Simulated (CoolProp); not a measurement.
Cyclohexane along the isotherm 24.15 °C: fugacity coefficient from the reference equation and from simpler models built on Tc = 280.5 °C, pc = 4.081 MPa, ω = 0.209; each cubic takes its own stable root.

The numbers come from the reference Helmholtz-energy equation of state, Zhou 2014 in CoolProp.

| p (MPa) | phase | reference |
|---|---|---|
| 0.765 | liquid | 0.01679 |
| 1.53 | liquid | 0.008682 |
| 2.3 | liquid | 0.005974 |
| 3.06 | liquid | 0.004642 |
| 3.83 | liquid | 0.003836 |
| 4.59 | liquid | 0.003309 |
| 5.36 | liquid | 0.002931 |
| 6.12 | liquid | 0.002654 |

### Question
How far does each simpler model (van der Waals, Redlich-Kwong, Peng-Robinson) lie from the reference over these 8 states: mean and median of the absolute difference, and the worst?

### Answer
- van der Waals: mean 1393.9 %, median 1392.9 %, worst +1500.2 % at 24.15 °C and 6.12 MPa
- Redlich-Kwong: mean 89.8 %, median 89.9 %, worst +91.8 % at 24.15 °C and 6.12 MPa
- Peng-Robinson: mean 6.1 %, median 6.1 %, worst +6.7 % at 24.15 °C and 0.765 MPa
